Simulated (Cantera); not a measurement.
Input: 1 mol Fe, 2 mol O₂, 170 mol H₂, equilibrated at 1.33 mbar.

Method: chemical equilibrium by Gibbs-energy minimisation in Cantera with the NASA 1993 tables (ideal gas, pure condensed phases). Candidate condensed phases: Fe, FeO, Fe(OH)₂, Fe(OH)₃, Fe₂O₃, Fe₃O₄, H₂O; 12 gas species. Rates play no part.

x: gas mole fraction; n: condensed amount in mol.

```csv
T (K),x H₂,x H₂O,x H,x Fe,x OH,x Fe(OH)₂,n Fe(α),n Fe(γ)
675,0.976,0.0235,<1e-12,<1e-12,<1e-12,<1e-12,1.00,0
775,0.976,0.0235,2.68e-11,<1e-12,<1e-12,<1e-12,1.00,0
875,0.976,0.0235,1.36e-9,<1e-12,<1e-12,?,1.00,0
975,0.976,0.0235,3.10e-8,3.17e-12,1.35e-12,?,1.00,0
1075,0.976,0.0235,3.97e-7,3.38e-10,3.63e-11,?,1.00,0
1175,0.976,0.0235,3.32e-6,1.58e-8,5.57e-10,?,1.000,0
1275,0.976,0.0235,1.99e-5,3.96e-7,5.59e-9,?,0,1.000
```

Problem. Complete the blanks.

Solution. 
- 875, x Fe(OH)₂: 2.27e-12
- 975, x Fe(OH)₂: 2.18e-11
- 1075, x Fe(OH)₂: 1.36e-10
- 1175, x Fe(OH)₂: 6.16e-10
- 1275, x Fe(OH)₂: 2.20e-9
